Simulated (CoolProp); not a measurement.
n-perfluorohexane along the isotherm 450 K: fugacity coefficient from the reference equation and from simpler models built on Tc = 448.0 K, pc = 1.742 MPa, ω = 0.497; each cubic takes its own stable root.

Model: reference Helmholtz-energy equation of state, Gao 2022, in CoolProp.

```tsv
p (MPa)	phase	reference	van der Waals	Soave-Redlich-Kwong
0.0551	gas	0.9891	0.9907	0.9894
0.104	gas	0.9795	0.9825	0.9801
0.198	gas	0.9610	0.9667	0.9622
0.375	gas	0.9265	0.9371	0.9288
0.711	gas	(withheld)	0.8809	(withheld)
1.35	gas	0.7387	0.7725	(withheld)
2.56	supercritical	0.4886	(withheld)	0.5121
4.85	supercritical	0.3109	0.3772	0.3403
9.19	supercritical	0.2259	0.3178	0.2602
17.4	supercritical	0.2085	(withheld)	0.2552
```

Task: Some entries are withheld; supply them.

Result: 
- 0.711, reference: 0.8617
- 0.711, Soave-Redlich-Kwong: 0.8663
- 1.35, Soave-Redlich-Kwong: 0.7489
- 2.56, van der Waals: 0.5396
- 17.4, van der Waals: 0.3743
